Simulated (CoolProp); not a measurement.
CH3F (R41) at 293.15 K and 8.87 MPa is throttled through a valve to 5.96 MPa with no heat exchange. Each further row changes one setting.

Computed with CoolProp (reference Helmholtz-energy equation of state, Lemmon 2006). It is a short technical equation, of lower accuracy than the large ones.

```tsv
case	temperature change (K)	final phase	final density (kg/m³)
as stated	[?]	liquid	631
outlet pressure 1.79 MPa	[?]	two-phase, vapour fraction 0.169	173
outlet pressure 7.75 MPa	[?]	liquid	[?]
```

Question: Fill in the missing entries.

Answer: 
- as stated, temperature change (K): -1.3
- outlet pressure 1.79 MPa, temperature change (K): -24.7
- outlet pressure 7.75 MPa, temperature change (K): -0.4
- outlet pressure 7.75 MPa, final density (kg/m³): 641
